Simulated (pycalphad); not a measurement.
Source of the numbers: pycalphad with the COST 507 light-alloy database (1999); pressure 1 atm. These are 1990s assessments: newer ones move some temperatures and phases. Amounts are mole fractions of atoms.

Question: Give the equilibrium state of Si-48.9C (at.%) at 2225 K.

Answer: CSI, fraction 0.978, with 50.0 C at.%; liquid, fraction 0.022, with 0.25 C at.%.

Question: Give the equilibrium state of Si-48.9C (at.%) at 1550 K.

Answer: CSI, fraction 0.978, with 50.0 C at.%; diamond (Si), fraction 0.022, with <0.01 C at.%.

Database names, with the compositions (at.%) that they take in these runs: CSI: Si 50 C 50.
